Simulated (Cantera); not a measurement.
An adiabatic, constant-pressure homogeneous reactor starts with 12.9 % CH4, 4.26 % CO, 15.5 % O2, 58.4 % N2, 8.91 % CO2, equivalence ratio 1.8, at 1275 K and 0.207 atm.

Cantera simulation using GRI-Mech 3.0 (53 species, 325 reactions); the numbers are that mechanism's predictions, not measurements.

Question: Predict: time of steepest temperature rise; temperature at 5.00 s; equilibrium temperature; x(CO) at 5.00 s; x(O2) at 5.00 s; x(OH) at 5.00 s.

Answer: 
```
Quantity                                                              Result
---------------------------------  -----------------------------------------
time of steepest temperature rise                                    98.8 ms
temperature at 5.00 s                                                 2312 K
equilibrium temperature                                               2312 K
x(CO) at 5.00 s                          0.161 (gas-phase equilibrium 0.161)
x(O2) at 5.00 s                    0.000164 (gas-phase equilibrium 0.000164)
x(OH) at 5.00 s                      0.00244 (gas-phase equilibrium 0.00244)
```
